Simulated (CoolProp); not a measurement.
Vapour-liquid equilibrium of propylene (1) + dimethyl ether (2) at 244.6 K; x and y are mole fractions of (1).

Model: multi-fluid Helmholtz-energy mixture model, Lemmon 2013 and Wu 2011; pair parameters Bell 2016, in CoolProp.

Task: Give the bubble pressure and the first vapour's composition at x = 0.35, 0.65, 0.95. Is there an azeotrope?

Result: x = 0.35: 0.1453 MPa, y = 0.596; x = 0.65: 0.1846 MPa, y = 0.811; x = 0.95: 0.2183 MPa, y = 0.973. No azeotrope shows between x = 0.05 and 0.95.

Pair parameters are fitted to limited data, so mixtures are less certain than the pure fluids.
